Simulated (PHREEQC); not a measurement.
0.047 g of hydrous ferric oxide (600 m²/g; 0.2 weak and 0.005 strong sites per Fe, Dzombak-Morel constants, diffuse double layer) in 1 kg of water with 0.005 mol/kgw of an inert sodium salt and 3.7e-06 mol/kgw ZnCl2, 6.8e-06 mol/kgw SrCl2 and 3.9e-07 mol/kgw BaCl2, at 25 °C; the pH is set by adding NaOH or the inert anion's acid. Oxygen alone is held at its pressure in air (log pO2 = -0.68). CO2 from the air is kept out. Precipitation was switched off in this run.

Base run: PHREEQC, ion-association model, wateq4f.dat. Each further column changes one thing. The table gives Zn sorbed (%).

```json
[
 {"pH": "4", "base": "0.0", "no electrostatic term (-no_edl)": "0.0", "background salt from 0.005 to 0.0005 mol/kgw": "0.0", "oxide from 0.047 to 0.23 g/kgw": "0.0", "0.00038 mol/kgw H3BO3 added": "0.0"},
 {"pH": "4.67", "base": "0.1", "no electrostatic term (-no_edl)": "0.2", "background salt from 0.005 to 0.0005 mol/kgw": "0.1", "oxide from 0.047 to 0.23 g/kgw": "…", "0.00038 mol/kgw H3BO3 added": "0.1"},
 {"pH": "6", "base": "12.9", "no electrostatic term (-no_edl)": "34.9", "background salt from 0.005 to 0.0005 mol/kgw": "12.3", "oxide from 0.047 to 0.23 g/kgw": "43.6", "0.00038 mol/kgw H3BO3 added": "12.9"},
 {"pH": "6.67", "base": "52.7", "no electrostatic term (-no_edl)": "76.6", "background salt from 0.005 to 0.0005 mol/kgw": "53.3", "oxide from 0.047 to 0.23 g/kgw": "…", "0.00038 mol/kgw H3BO3 added": "52.7"},
 {"pH": "7.33", "base": "88.1", "no electrostatic term (-no_edl)": "96.2", "background salt from 0.005 to 0.0005 mol/kgw": "…", "oxide from 0.047 to 0.23 g/kgw": "99.5", "0.00038 mol/kgw H3BO3 added": "88.1"},
 {"pH": "8.67", "base": "99.8", "no electrostatic term (-no_edl)": "99.5", "background salt from 0.005 to 0.0005 mol/kgw": "99.8", "oxide from 0.047 to 0.23 g/kgw": "100.0", "0.00038 mol/kgw H3BO3 added": "99.8"},
 {"pH": "9.33", "base": "99.8", "no electrostatic term (-no_edl)": "96.9", "background salt from 0.005 to 0.0005 mol/kgw": "99.8", "oxide from 0.047 to 0.23 g/kgw": "100.0", "0.00038 mol/kgw H3BO3 added": "99.8"},
 {"pH": "10", "base": "99.6", "no electrostatic term (-no_edl)": "75.4", "background salt from 0.005 to 0.0005 mol/kgw": "99.6", "oxide from 0.047 to 0.23 g/kgw": "100.0", "0.00038 mol/kgw H3BO3 added": "99.6"},
 {"pH": "11.33", "base": "98.2", "no electrostatic term (-no_edl)": "2.1", "background salt from 0.005 to 0.0005 mol/kgw": "98.7", "oxide from 0.047 to 0.23 g/kgw": "100.0", "0.00038 mol/kgw H3BO3 added": "98.2"},
 {"pH": "12", "base": "83.3", "no electrostatic term (-no_edl)": "0.0", "background salt from 0.005 to 0.0005 mol/kgw": "86.5", "oxide from 0.047 to 0.23 g/kgw": "99.5", "0.00038 mol/kgw H3BO3 added": "83.0"}
]
```

**Question.** Some entries are withheld; supply them.

**Answer.** 
- 4.67, oxide from 0.047 to 0.23 g/kgw: 0.4
- 6.67, oxide from 0.047 to 0.23 g/kgw: 92.1
- 7.33, background salt from 0.005 to 0.0005 mol/kgw: 89.1
